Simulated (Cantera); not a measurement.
## Low-pressure radical oxidation in H2/O2

A perfectly stirred reactor is fed with H2 : O2 : N2 = 0.0082 : 1 : 0.57 (molar parts), equivalence ratio 0.0041, at 1330 Pa; it is held at 1000 K, and followed from long to short residence time.

Computed with Cantera and the H2/O2 subset of GRI-Mech 3.0, which has no nitrogen chemistry. Radical loss at walls, strong at low pressure, is not modelled.

```
τ (s)       x H2   x O2    x HO2    x H2O       x O      x OH       x H
------  --------  -----  -------  -------  --------  --------  --------
28       1.95e-5  0.633  2.17e-7  0.00517   9.35e-5   3.20e-5   1.21e-6
11       3.26e-5  0.633  3.16e-7  0.00515  0.000166   4.51e-5   3.02e-6
4.3      5.42e-5  0.632  4.56e-7  0.00512  0.000287   6.45e-5   7.47e-6
1.7      8.96e-5  0.632  6.45e-7  0.00506  0.000478   9.27e-5   1.79e-5
0.64    0.000154  0.632  9.11e-7  0.00496  0.000778  0.000137   4.32e-5
0.25    0.000264  0.632  1.23e-6  0.00479   0.00117  0.000198   9.44e-5
0.096   0.000469  0.631  1.60e-6  0.00450   0.00161  0.000285  0.000188
0.037   0.000859  0.631  1.94e-6  0.00399   0.00194  0.000389  0.000316
0.014    0.00163  0.631  2.18e-6  0.00313   0.00190  0.000478  0.000401
0.0056   0.00296  0.632  2.14e-6  0.00186   0.00132  0.000450  0.000301
```
x: mole fraction; the columns are a selection and need not sum to one.
